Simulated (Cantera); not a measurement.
A closed system holds: 1 mol Si3N4, 0.046 mol O2, 45 mol H2, 2.2 mol CO2, equilibrated at 0.120 bar.

Equilibrium computed with Cantera from the NASA thermochemical tables; the gas is ideal and each condensed phase is pure. Candidate condensed phases: C, C6H6, C7H8, C8H18, H2O, Si, SiC, SiO2, Si2N2O, Si3N4; 151 gas species. Mutual solubility and eutectic melting of coexisting phases are not modelled. The tables hold silica as quartz up to 1696 K and as liquid above; real silica turns to tridymite and cristobalite and melts near 1996 K. Gases not in the tables: Si2H6 and higher silanes. The numbers say what is thermodynamically allowed, not how fast it happens.

Problem. What share of the Si ends up in condensed phases as a function of T (K), at 1125, 1225, 1325, 1425, 1525, 1625, 1725, 1825, 1925?

Solution. 
| T (K) | Si condensed (%) | as |
|---|---|---|
| 1125 | 100.0 | SiO2(β-quartz) + Si2N2O(s) |
| 1225 | 100.0 | SiO2(β-quartz) + Si2N2O(s) |
| 1325 | 100.0 | SiO2(β-quartz) + Si2N2O(s) |
| 1425 | 100.0 | SiO2(β-quartz) + Si2N2O(s) |
| 1525 | 99.5 | SiO2(β-quartz) + Si2N2O(s) |
| 1625 | 94.9 | SiO2(β-quartz) + Si2N2O(s) |
| 1725 | 59.9 | SiO2(condensed) + Si2N2O(s) |
| 1825 | 31.8 | SiC(s) + Si2N2O(s) |
| 1925 | 11.5 | SiC(s) |
